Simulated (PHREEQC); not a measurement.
Consider water at 89 °C with 0.093 mol H2SO4, 0.054 mol LiCl and 5.1e-05 mol NiSO4 per kg of water. Closed to the air; pH follows from the charge balance.

Computed with PHREEQC (ion-association model, wateq4f.dat).

| Quantity | Result |
|---|---|
| pH | 1.11 |
| ionic strength | 0.158 mol/kgw |
| total alkalinity | -186 meq/kg |

```
species  molality  activity   log γ
-------  --------  --------  ------
H+         0.0990    0.0778  -0.105
HSO4-      0.0870    0.0624  -0.144
Cl-        0.0540    0.0378  -0.155
Li+        0.0536    0.0399  -0.128
SO4-2     0.00564   0.00155  -0.561
LiSO4-   0.000372  0.000271  -0.139
Ni+2      4.36e-5   1.22e-5  -0.554
NiSO4     5.60e-6   5.81e-6   0.016
NiCl+     1.59e-6   1.16e-6  -0.138
NiCl2     1.53e-7   1.59e-7   0.016
```

This is a speciation only: nothing precipitates in the calculation. Away from 25 °C the constants follow the database's enthalpies or fits; those with neither stay at their 25 °C values.
